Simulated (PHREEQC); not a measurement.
Synthetic water in mg/L, 25 °C, pH 3.47, pe 10.7: Na 49.2; K 837; Ca 907; Mg 32.8; Cl 676; S(6) as SO4 2630; Si as SiO2 4.13; Cu(2) 4.52; Zn 89.1; Mn(2) 9.1; Fe(3) 0.629; Pb 1.49.

Valence states are taken as typed.

Model: ion-association model, phreeqc.dat, run in PHREEQC.

| Quantity | Result |
|---|---|
| ionic strength | 0.0917 mol/kgw |
| specific conductance | 6160 µS/cm |
| density | 1.002 g/cm³ |
| total alkalinity | -0.731 meq/kg |
| charge-balance error | 1.4 % |

```json
[
 {"species": "K+", "molality": "0.0206", "activity": "0.0158", "log γ": "-0.113"},
 {"species": "Cl-", "molality": "0.0192", "activity": "0.0148", "log γ": "-0.112"},
 {"species": "SO4-2", "molality": "0.0177", "activity": "0.00677", "log γ": "-0.416"},
 {"species": "Ca+2", "molality": "0.0154", "activity": "0.00618", "log γ": "-0.397"},
 {"species": "CaSO4", "molality": "0.00729", "activity": "0.00745", "log γ": "0.009"},
 {"species": "Na+", "molality": "0.00208", "activity": "0.00164", "log γ": "-0.102"},
 {"species": "KSO4-", "molality": "0.000950", "activity": "0.000754", "log γ": "-0.100"},
 {"species": "Mg+2", "molality": "0.000824", "activity": "0.000343", "log γ": "-0.381"},
 {"species": "Zn+2", "molality": "0.000801", "activity": "0.000310", "log γ": "-0.413"},
 {"species": "MgSO4", "molality": "0.000533", "activity": "0.000544", "log γ": "0.009"},
 {"species": "ZnSO4", "molality": "0.000482", "activity": "0.000492", "log γ": "0.009"},
 {"species": "H+", "molality": "0.000409", "activity": "0.000339", "log γ": "-0.081"},
 {"species": "HSO4-", "molality": "0.000284", "activity": "0.000223", "log γ": "-0.105"},
 {"species": "Mn+2", "molality": "0.000110", "activity": "4.51e-5", "log γ": "-0.387"}
]
```

No solid was allowed to form. Examples of supersaturated solids here: Jarosite-K, Gypsum. Others may be too. Species that the database lacks are ignored.
